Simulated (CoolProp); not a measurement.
Properties of the fluoroketone C6F12O (FK-5-1-12) along the isobar 0.101 MPa.

Model: reference Helmholtz-energy equation of state, McLinden 2015, in CoolProp.

```csv
T (K),phase,Z,cp (kJ/(kg K)),isothermal compressibility (1/MPa),expansivity (1/kK),fugacity coefficient
318.6,liquid,0.007831,1.118,0.004179,2.104,0.8354
344.5,gas,0.9508,0.9151,10.44,3.494,0.9531
370.4,gas,0.9629,0.9364,10.30,3.100,0.9641
396.3,gas,0.9713,0.9609,10.20,2.805,0.9720
422.3,gas,0.9774,0.9870,10.13,2.573,0.9778
448.2,gas,0.9819,1.014,10.08,2.385,0.9822
474.1,gas,0.9854,1.041,10.05,2.228,0.9855
500,gas,0.9881,1.067,10.02,2.093,0.9881
```
